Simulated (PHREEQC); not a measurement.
# Acid rinse or clean (model solution)

Consider water at 43 °C with 2.2 mmol/kgw HF, 30 mmol/kgw FeCl3, 5.9 mmol/kgw CuCl2 and 9.4 mmol/kgw CO2. It is in equilibrium with CO2 at log p = -3.4 (atm). Otherwise closed; pH follows from the charge balance.

Model: ion-association model, wateq4f.dat, run in PHREEQC.

The pH is 1.97. The ionic strength comes out as 0.149 mol/kgw and the total alkalinity is -62.2 meq/kg.

| species | molality | activity | log γ |
|---|---|---|---|
| Cl- | 0.0897 | 0.0652 | -0.138 |
| H+ | 0.0133 | 0.0107 | -0.095 |
| FeCl+2 | 0.00972 | 0.00310 | -0.496 |
| Fe+3 | 0.00652 | 0.000919 | -0.851 |
| Cu+2 | 0.00493 | 0.00171 | -0.461 |
| FeOH+2 | 0.00471 | 0.00150 | -0.496 |
| Fe2(OH)2+4 | 0.00282 | 3.00e-5 | -1.972 |

Precipitation was switched off in this run. The solution is supersaturated, for example in Hematite (slow to form), Goethite (slow to form), so a real one may precipitate; this is no full list. Species that the database lacks are ignored. Away from 25 °C the constants follow the database's enthalpies or fits; those with neither stay at their 25 °C values. Fluoro complexes past AlF4- and FeF3 are missing from the database.
